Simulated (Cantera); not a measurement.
Mixture: CH₄ : O₂ : N₂ = 1 : 1.18 : 4.94 (molar parts), at 32.6 atm, adiabatic and at constant pressure. Ignition delay is the time to a rise of 400 K.

Model: GRI-Mech 3.0 (53 species, 325 reactions), integrated in Cantera. The pressure lies above the range GRI-Mech 3.0 was tuned for (to about 10 atm).

Q: What does this change do: constant volume in place of constant pressure?

A: 
```csv
quantity,before,after
delay at 1273 K,0.750 ms,0.703 ms
delay at 1323 K,0.447 ms,0.416 ms
delay at 1373 K,0.273 ms,0.252 ms
delay at 1423 K,0.171 ms,0.156 ms
delay at 1473 K,0.108 ms,98.7 µs
delay at 1523 K,69.7 µs,63.2 µs
apparent activation energy between 1423 and 1523 K,160 kJ/mol,160 kJ/mol
```
